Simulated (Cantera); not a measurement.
A closed system holds: 1 mol MgO, 6.7 mol HCl, 4.8 mol N2, equilibrated at 300 Pa.

These are equilibrium values from Cantera (NASA tables, ideal gas, pure condensed phases), not measurements of a reactor. Candidate condensed phases: H2O, Mg, MgCl2, MgO, Mg(OH)2, NH4Cl; 38 gas species. Kinetics and transport are ignored.

log p: log10 of the partial pressure in bar; n: condensed amount in mol.

```tsv
T (K)	log p HCl	log p N2	log p MgCl2	log p H2O	log p Cl	log p H2	n MgO(s)
1223	-2.78	-2.90	-4.46	-4.46	-6.15	-6.43	0.866
1273	-2.78	-2.90	-4.34	-4.34	-5.90	-6.19	0.826
1323	-2.79	-2.90	-4.24	-4.24	-5.68	-5.97	0.779
1373	-2.80	-2.90	-4.15	-4.15	-5.47	-5.77	0.726
1423	-2.80	-2.90	-4.06	-4.06	-5.28	-5.58	…
1473	-2.82	-2.90	-3.98	-3.98	-5.10	-5.40	…
1523	-2.83	-2.90	-3.92	-3.92	-4.94	-5.24	…
1573	-2.84	-2.90	-3.85	-3.85	-4.79	-5.09	…
1623	-2.85	-2.90	-3.80	-3.80	-4.65	-4.95	…
1673	-2.87	-2.90	-3.75	-3.75	-4.51	-4.81	…
1723	-2.89	-2.91	-3.70	-3.70	-4.39	-4.69	…
1773	-2.91	-2.91	-3.66	-3.66	-4.28	-4.58	…
1823	-2.93	-2.91	-3.63	-3.63	-4.17	-4.47	…
1873	-2.95	-2.91	-3.60	-3.60	-4.07	-4.38	…
```

Problem. What belongs in the gaps?

Solution. 
- 1423, n MgO(s): 0.667
- 1473, n MgO(s): 0.602
- 1523, n MgO(s): 0.533
- 1573, n MgO(s): 0.460
- 1623, n MgO(s): 0.385
- 1673, n MgO(s): 0.308
- 1723, n MgO(s): 0.231
- 1773, n MgO(s): 0.155
- 1823, n MgO(s): 0.0812
- 1873, n MgO(s): 0.00966
